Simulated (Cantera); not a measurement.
Feed: 1 mol trisilylamine, 0.81 mol NH₃, equilibrated at 825 K and 1.00 bar.

Equilibrium computed with Cantera from the NASA thermochemical tables; the gas is ideal and each condensed phase is pure. Candidate condensed phases: Si, Si₃N₄; 18 gas species. The feed counts by its element totals alone. Rates play no part.

Base state: H₂ 1.00 (mole fractions); condensed: Si(s) + Si₃N₄(s).

What changes in the equilibrium state with this change: trisilylamine replaced by SiF₄?


| species | before | after |
|---|---|---|
| H₂ | 1.00 | 0.463 |
| SiF₄ | 0 | 0.382 |
| N₂ | <1e-9 | 0.154 |
| NH₃ | <1e-9 | 0.000290 |
| HF | 0 | 0.000108 |
| SiHF₃ | 0 | 0.000108 |
| Si(s), mol | 1.64 | 0 |
| Si₃N₄(s), mol | 0.453 | 0 |
